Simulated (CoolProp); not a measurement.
Vapour-liquid equilibrium of propylene (1) + R22 (2) at 211.9 K; x and y are mole fractions of (1).

Model: multi-fluid Helmholtz-energy mixture model, Lemmon 2013 and Kamei 1995; pair parameters Bell 2016, in CoolProp.

Problem. Give the bubble pressure and the first vapour's composition at x = 0.275, 0.425, 0.575. Is there an azeotrope?

Solution. x = 0.275: 0.04462 MPa, y = 0.409; x = 0.425: 0.04777 MPa, y = 0.539; x = 0.575: 0.05000 MPa, y = 0.651. y crosses x between x = 0.875 and 0.95: the model has an azeotrope there.

Pair parameters are fitted to limited data, so mixtures are less certain than the pure fluids.
